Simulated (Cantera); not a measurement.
A counterflow diffusion flame at 200000 Pa, nozzles 20 mm apart: fuel side 69.7 % CO, 4.53 % H2, 25.8 % CH4 at 475 K, oxidiser side 25.0 % O2, 75.0 % N2 at 450 K, fuel mass flux 0.9 times the oxidiser's; mixture-averaged transport, no radiation.

Detailed kinetics in Cantera: GRI-Mech 3.0 (53 species, 325 reactions). GRI-Mech 3.0 has no aromatics or soot, which form on the fuel side of real flames. The maximum strain rate includes the flame's own expansion and is several times the mean.

x: mole fraction; the columns are a selection and need not sum to one.

```json
[
 {"oxidiser flux (kg/m²/s)": "1.2", "max strain (1/s)": "356", "mean strain (1/s)": "83.6", "T max (K)": "2329", "peak x OH": "0.00996", "peak x H": "0.00419", "peak x NO": "0.000426", "peak x CO": "0.697", "peak x C2H2": "0.00742"},
 {"oxidiser flux (kg/m²/s)": "1.6", "max strain (1/s)": "465", "mean strain (1/s)": "111", "T max (K)": "2306", "peak x OH": "0.0101", "peak x H": "0.00449", "peak x NO": "0.000376", "peak x CO": "0.697", "peak x C2H2": "0.00708"},
 {"oxidiser flux (kg/m²/s)": "2.2", "max strain (1/s)": "626", "mean strain (1/s)": "153", "T max (K)": "2280", "peak x OH": "0.0102", "peak x H": "0.00483", "peak x NO": "0.000329", "peak x CO": "0.697", "peak x C2H2": "0.00673"},
 {"oxidiser flux (kg/m²/s)": "3", "max strain (1/s)": "839", "mean strain (1/s)": "209", "T max (K)": "2255", "peak x OH": "0.0102", "peak x H": "0.00517", "peak x NO": "0.000290", "peak x CO": "0.697", "peak x C2H2": "0.00643"},
 {"oxidiser flux (kg/m²/s)": "4", "max strain (1/s)": "1100", "mean strain (1/s)": "279", "T max (K)": "2233", "peak x OH": "0.0102", "peak x H": "0.00549", "peak x NO": "0.000258", "peak x CO": "0.697", "peak x C2H2": "0.00617"},
 {"oxidiser flux (kg/m²/s)": "5.4", "max strain (1/s)": "1460", "mean strain (1/s)": "376", "T max (K)": "2212", "peak x OH": "0.0102", "peak x H": "0.00582", "peak x NO": "0.000227", "peak x CO": "0.697", "peak x C2H2": "0.00593"},
 {"oxidiser flux (kg/m²/s)": "7.3", "max strain (1/s)": "___", "mean strain (1/s)": "509", "T max (K)": "2191", "peak x OH": "0.0101", "peak x H": "0.00617", "peak x NO": "___", "peak x CO": "0.697", "peak x C2H2": "0.00571"},
 {"oxidiser flux (kg/m²/s)": "9.9", "max strain (1/s)": "___", "mean strain (1/s)": "690", "T max (K)": "2166", "peak x OH": "0.00986", "peak x H": "0.00648", "peak x NO": "___", "peak x CO": "0.697", "peak x C2H2": "0.00540"},
 {"oxidiser flux (kg/m²/s)": "13", "max strain (1/s)": "3380", "mean strain (1/s)": "906", "T max (K)": "2141", "peak x OH": "0.00958", "peak x H": "0.00671", "peak x NO": "0.000141", "peak x CO": "0.697", "peak x C2H2": "0.00504"},
 {"oxidiser flux (kg/m²/s)": "18", "max strain (1/s)": "4610", "mean strain (1/s)": "1250", "T max (K)": "2108", "peak x OH": "0.00914", "peak x H": "0.00689", "peak x NO": "0.000110", "peak x CO": "0.697", "peak x C2H2": "0.00452"}
]
```

**Question.** Complete the blanks.

**Answer.** 
- 7.3, max strain (1/s): 1950
- 7.3, peak x NO: 0.000199
- 9.9, max strain (1/s): 2610
- 9.9, peak x NO: 0.000168
